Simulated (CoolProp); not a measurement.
Saturation properties of CHF3 (R23) (Tc = 299.3 K, pc = 48.32 bar, ω = 0.263).

Computed with CoolProp (reference Helmholtz-energy equation of state, Penoncello 2003).

| T (K) | p (bar) | vapour Z | surface tension (mN/m) |
|---|---|---|---|
| 218.1 | 3.878 | 0.8993 | 11.8 |
| 222.7 | 4.702 | 0.8860 | 11.0 |
| 227.2 | … | 0.8718 | 10.2 |
| 231.7 | 6.693 | 0.8565 | 9.41 |
| 236.3 | … | 0.8397 | 8.60 |
| 240.8 | 9.294 | 0.8220 | 7.83 |
| 245.4 | 10.87 | 0.8026 | 7.05 |
| 249.9 | 12.59 | … | 6.30 |
| 254.4 | 14.51 | 0.7602 | … |
| 259 | 16.69 | 0.7360 | 4.84 |

Fill in the missing entries.


- 227.2, p (bar): 5.631
- 236.3, p (bar): 7.928
- 249.9, vapour Z: 0.7821
- 254.4, surface tension (mN/m): 5.57

It boils at 191.1 K under 1 atm.

Surface tension comes from a separate correlation (Mulero 2012).
